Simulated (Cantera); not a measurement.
A closed system holds: 1 mol SiC, 0.25 mol Si, 5.3 mol N₂, equilibrated at 2923 K and 1.50 Pa.

Cantera equilibrium calculation (NASA polynomials, part measured and part estimated; ideal gas, pure solids and liquids). Candidate condensed phases: C, Si, SiC, Si₃N₄; 20 gas species. The tables' values for SiN are old estimates; treat these amounts as uncertain. Kinetics and transport are ignored.

**Question.** What is the equilibrium state?

**Answer.** 
* **x(N₂)**: 0.702
* **x(Si)**: 0.168
* **x(C)**: 0.0953
* **x(CN)**: 0.0268
* **x(C₂)**: 0.00321
* **x(C₃)**: 0.00192
* **x(N)**: 0.00181
* **x(SiC₂)**: 0.000437
* **x(SiN)**: 3.20e-5
* **gas amount**: 7.399 mol
* **log10 activity of C(graphite) (absent)**: -1.22
* **log10 activity of Si(l) (absent)**: -4.45
